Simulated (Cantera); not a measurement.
**Stirred combustor or abatement burner**

A perfectly stirred reactor is fed with H₂ : O₂ : N₂ = 1 : 0.455 : 1.71 (molar parts), at 12.0 bar; it is adiabatic with a 798 K inlet, and is followed from long to short residence time, starting on the burning branch (τ in s: 0.23, 0.099, 0.042, 0.018, 0.0077, 0.0033, 0.0014, 0.00059, 0.00025, 0.00011, 4.6e-05, 1.9e-05).

Detailed kinetics in Cantera: the H2/O2 subset of GRI-Mech 3.0, which has no nitrogen chemistry. The hydrogen kinetics of GRI-Mech 3.0 are dated; newer H2 mechanisms differ, most at raised pressure. The pressure lies above the range GRI-Mech 3.0 was tuned for (to about 10 atm).

```csv
τ (s),T (K),x H₂,x O₂,x HO₂,x H₂O,x H
0.23,2760,0.0397,0.00189,2.57e-6,0.319,0.00411
0.099,2760,0.0397,0.00190,2.57e-6,0.319,0.00411
0.042,2760,0.0397,0.00190,2.58e-6,0.319,0.00412
0.018,2759,0.0397,0.00191,2.59e-6,0.319,0.00413
0.0077,2759,0.0398,0.00193,2.62e-6,0.319,0.00415
0.0033,2757,0.0399,0.00199,2.69e-6,0.319,0.00421
0.0014,2754,0.0402,0.00211,2.87e-6,0.319,0.00433
0.00059,2746,0.0408,0.00237,3.26e-6,0.317,0.00461
0.00025,2730,0.0420,0.00292,4.11e-6,0.315,0.00521
0.00011,2702,0.0441,0.00388,5.80e-6,0.311,0.00631
4.6e-5,2651,0.0477,0.00556,9.32e-6,0.304,0.00844
1.9e-5,2573,0.0527,0.00813,1.63e-5,0.294,0.0121
```
x: mole fraction; the columns are a selection and need not sum to one.
